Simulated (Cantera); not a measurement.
Cantera run:

```python
import numpy as np
import cantera as ct

gas_names = [...]  # 118 gases of nasa_gas.yaml made of C, Cl, F, H
cond_names = """
    C(gr) C6H6(L) C7H8(L) C8H18(L),n-octa
""".split()


# ... load() reads the species with a 1 bar reference pressure and builds the phases ...
atoms = {
    'CF4': {'C': 1, 'F': 4},
    'HCl': {'H': 1, 'CL': 1},
    'H2': {'H': 2},
    'F2': {'F': 2},
}
top_T = {'C(gr)': 4500}  # K; cautious upper limits of use, not melting points


# ... equilibrate(T, P, feed) seeds the gas with the atoms and calls Mixture.equilibrate('TP', solver="vcs", rtol=1e-11, max_steps=5000) ...
results = []
feed = {'CF4': 1, 'HCl': 0.012, 'H2': 0.088, 'F2': 0.36}  # mol
T = 2923  # K
P = 3.6  # Pa
mix = equilibrate(T, P, feed)
results.append((T, P, feed, dict(zip(mix.species_names, mix.species_moles))))
print(gas.report(threshold=1e-05))
for i in range(1, mix.n_phases):
    print(f"{mix.phase(i).name:16s} {mix.phase_moles(i):12.5e} mol")
```

It prints:

```
       temperature   2923 K
          pressure   3.6 Pa
           density   2.7131e-06 kg/m^3
  mean mol. weight   18.316 kg/kmol
   phase of matter   gas

                          1 kg             1 kmol
                     ---------------   ---------------
          enthalpy        1.2251e+07        2.2438e+08  J
   internal energy        1.0924e+07        2.0008e+08  J
           entropy             16471        3.0168e+05  J/K
    Gibbs function       -3.5895e+07       -6.5744e+08  J
 heat capacity c_p            1201.2             22001  J/K
 heat capacity c_v            747.24             13686  J/K

                      mass frac. Y      mole frac. X     chem. pot. / RT
                     ---------------   ---------------   ---------------
                 C          0.068419           0.10433           -5.4859
                CF           0.02151          0.012705            -35.36
               CF2        9.3453e-05        3.4228e-05           -65.235
                C2          0.012093         0.0092206           -10.972
                C3          0.028505          0.014489           -16.458
                CL          0.004158         0.0021483            -34.96
                 F           0.85409            0.8234           -29.875
                 H         0.0013617          0.024743           -22.221
                HF         0.0097317         0.0089093           -52.095
     [ +109 minor]        4.0245e-05        1.7976e-05

C(gr)             0.00000e+00 mol
```

These are equilibrium values from Cantera (NASA tables, ideal gas, pure condensed phases), not measurements of a reactor.
